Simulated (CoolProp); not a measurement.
Vapour-liquid equilibrium of n-butane (1) + acetone (2) at 149 kPa; x and y are mole fractions of (1).

Values from CoolProp's multi-fluid Helmholtz-energy mixture model, Bücker 2006 and Lemmon 2006; pair parameters Bell 2016.

```json
[
 {"x": "0.05", "bubble temperature (K)": "321.7", "y at the bubble point": "0.489", "dew temperature at overall composition x (K)": "339.4", "liquid density (mol/L)": "12.80"},
 {"x": "0.2", "bubble temperature (K)": "295.5", "y at the bubble point": "0.835", "dew temperature at overall composition x (K)": "334.2", "liquid density (mol/L)": "12.61"},
 {"x": "0.35", "bubble temperature (K)": "288.8", "y at the bubble point": "0.887", "dew temperature at overall composition x (K)": "328.2", "liquid density (mol/L)": "12.09"},
 {"x": "0.5", "bubble temperature (K)": "287.0", "y at the bubble point": "0.900", "dew temperature at overall composition x (K)": "321.1", "liquid density (mol/L)": "11.54"},
 {"x": "0.65", "bubble temperature (K)": "286.2", "y at the bubble point": "0.907", "dew temperature at overall composition x (K)": "312.1", "liquid density (mol/L)": "11.03"},
 {"x": "0.8", "bubble temperature (K)": "285.2", "y at the bubble point": "0.923", "dew temperature at overall composition x (K)": "299.5", "liquid density (mol/L)": "10.59"},
 {"x": "0.95", "bubble temperature (K)": "283.7", "y at the bubble point": "0.969", "dew temperature at overall composition x (K)": "284.1", "liquid density (mol/L)": "10.25"}
]
```

No azeotrope shows between x = 0.05 and 0.95.

Pair parameters are fitted to limited data, so mixtures are less certain than the pure fluids. With so large a gap from Raoult's law the liquid may split in two, which this calculation doesn't test in full.
